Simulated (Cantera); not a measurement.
Charge: 1 mol SiH₂Cl₂, 7.2 mol H₂, held at 1300 Pa.

Equilibrium computed with Cantera from the NASA thermochemical tables; the gas is ideal and each condensed phase is pure. Candidate condensed phases: Si; 19 gas species. The tables' values for SiCl₃ are old estimates; treat these amounts as uncertain. Kinetics and transport are ignored.

x: gas mole fraction; n: condensed amount in mol.

| T (K) | x H₂ | x HCl | x SiCl₄ | x SiCl₂ | x SiHCl₃ | x SiCl₃ | x SiH₂Cl₂ | n Si(s) |
|---|---|---|---|---|---|---|---|---|
| 850 | 0.935 | 0.00639 | 0.0471 | 5.20e-5 | 0.0114 | 0.000186 | 0.000244 | 0.487 |
| 900 | 0.931 | (withheld) | 0.0459 | (withheld) | 0.0110 | 0.000415 | 0.000249 | 0.497 |
| 950 | 0.926 | 0.0180 | 0.0440 | 0.000533 | 0.0104 | 0.000838 | 0.000250 | 0.511 |
| 1000 | 0.919 | 0.0275 | 0.0411 | 0.00140 | 0.00967 | 0.00154 | 0.000246 | 0.528 |
| 1050 | 0.909 | 0.0398 | 0.0367 | 0.00326 | 0.00871 | 0.00257 | 0.000235 | 0.547 |
| 1100 | 0.896 | 0.0546 | 0.0309 | 0.00677 | 0.00748 | 0.00388 | 0.000217 | 0.565 |
| 1150 | 0.882 | 0.0707 | 0.0237 | 0.0125 | 0.00600 | 0.00520 | 0.000191 | 0.576 |
| 1200 | 0.867 | 0.0862 | 0.0160 | 0.0202 | 0.00438 | 0.00608 | 0.000157 | 0.579 |
| 1250 | 0.854 | (withheld) | (withheld) | (withheld) | (withheld) | 0.00611 | (withheld) | 0.573 |
| 1300 | 0.845 | 0.107 | 0.00467 | 0.0362 | 0.00168 | 0.00534 | 8.51e-5 | 0.563 |
| 1350 | 0.840 | 0.111 | 0.00213 | 0.0415 | 0.000920 | 0.00421 | 5.79e-5 | 0.553 |

Task: What belongs in the gaps?

Result: 
- 1250, x HCl: 0.0988
- 1250, x SiCl₄: 0.00930
- 1250, x SiCl₂: 0.0288
- 1250, x SiHCl₃: 0.00286
- 1250, x SiH₂Cl₂: 0.000120
- 900, x HCl: 0.0111
- 900, x SiCl₂: 0.000179
